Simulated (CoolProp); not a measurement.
Computed with CoolProp (reference Helmholtz-energy equation of state, Schmidt 1985).

Q: Give the vapour pressure (bar), vapour density (kg/m³), enthalpy of vaporisation (kJ/kg), surface tension (mN/m) of saturated oxygen at 86.1, 88.5, 93.3 K.

A: 
```tsv
T (K)	p (bar)	vapour density (kg/m³)	enthalpy of vaporisation (kJ/kg)	surface tension (mN/m)
86.1	0.647	2.96	217	14.2
88.5	0.846	3.79	215	13.6
93.3	1.39	5.96	210	12.4
```

Surface tension comes from a separate correlation (Mulero 2012).
